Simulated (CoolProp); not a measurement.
A single-stage vapour-compression cycle with propylene: evaporating at 273.15 K (dew point), condensing at 299.15 K (bubble point), superheat 5 K, subcooling 0 K, compressor efficiency 0.9, no pressure losses. Each further row changes one setting.

Computed with CoolProp (reference Helmholtz-energy equation of state, Lemmon 2013).

| case | cooling COP | pressure ratio | discharge temperature (K) | refrigerating effect (kJ/kg) | volumetric capacity (kJ/m³) |
|---|---|---|---|---|---|
| as stated | [?] | 2.03 | 312.4 | 320 | 3830 |
| evaporating temperature 278.15 K | 10.5 | 1.75 | 310.6 | 324 | [?] |
| condensing temperature 294.15 K | [?] | [?] | 306.0 | 333 | 3990 |
| subcooling 5 K | [?] | 2.03 | 312.4 | 333 | 3990 |
| superheat 15 K | 8.15 | 2.03 | [?] | 336 | 3830 |
| compressor efficiency 0.8 | 7.26 | 2.03 | 314.9 | 320 | 3830 |

**Question.** Some entries are withheld; supply them.

**Answer.** 
- as stated, cooling COP: 8.16
- evaporating temperature 278.15 K, volumetric capacity (kJ/m³): 4490
- condensing temperature 294.15 K, cooling COP: 10.4
- condensing temperature 294.15 K, pressure ratio: 1.79
- subcooling 5 K, cooling COP: 8.50
- superheat 15 K, discharge temperature (K): 322.2
